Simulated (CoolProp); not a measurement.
The fluid at 298.15 K and 0.121 MPa flows at 0.14 m/s in a round tube of 12.7 mm bore and 1.5 µm roughness, fully developed (64/Re and Nu = 3.66 if laminar; Colebrook and Gnielinski if turbulent). The same conditions are run with several fluids, on thermodynamics alone (safety and materials aside).

Model: reference Helmholtz-energy equation of state of each fluid (R152A: Outcalt 1996; nitrogen: Span 2000; R13: Platzer 1990; R507A: Lemmon 2003; R124: de Vries 1995), in CoolProp. The equations of Platzer and Polt are older, rougher fits. Blends and air are pseudo-pure fits.

Task: Rank R152A, nitrogen, R13, R507A, R124 by Reynolds number, highest first.

Result: R124 (948), R507A (718), R13 (639), R152A (529), nitrogen (137)

```csv
fluid,Darcy friction factor,pressure drop (Pa/m),heat-transfer coefficient (W/(m² K)),mass flow (kg/h)
R152A,0.121,0.309,4.09,0.211
nitrogen,0.469,0.495,7.45,0.0873
R13,0.100,0.399,3.56,0.329
R507A,0.0891,0.339,3.89,0.314
R124,0.0675,0.358,3.79,0.439
```

Transport values come from each fluid's own correlations; those of R152A, R13, R124 are estimates that may be off by 10 % or more.
